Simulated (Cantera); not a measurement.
An isothermal, constant-pressure homogeneous reactor starts with 11.4 % C2H4, 88.6 % H2, at 1425 K and 0.0133 bar.

Model: GRI-Mech 3.0 (53 species, 325 reactions), integrated in Cantera. GRI-Mech 3.0 was tuned for natural gas; its chemistry of ethylene as a main component is partial and can be far from experiment. GRI-Mech 3.0 stops at C3 and has no aromatics, soot or wall deposition, so with more carbon than oxygen in the feed, carbon stays in small species such as C2H2 where larger ones or solid carbon would form. Radical loss at walls, strong at low pressure, is not modelled.

### Question
Predict: x(C2H4) at 100 s; x(H2) at 100 s; x(H) at 100 s; x(CH3) at 100 s; x(C2H6) at 100 s; x(CH4) at 100 s; x(C2H2) at 100 s.

### Answer
x(C2H4) at 100 s: 0.000748 (gas-phase equilibrium 0.000729)
x(H2) at 100 s: 0.897 (gas-phase equilibrium 0.894)
x(H) at 100 s: 5.77e-5 (gas-phase equilibrium 5.62e-5)
x(CH3) at 100 s: 1.51e-6 (gas-phase equilibrium 8.86e-6)
x(C2H6) at 100 s: 8.55e-8 (gas-phase equilibrium 1.37e-7)
x(CH4) at 100 s: 0.00116 (gas-phase equilibrium 0.00702)
x(C2H2) at 100 s: 0.101 (gas-phase equilibrium 0.0986)
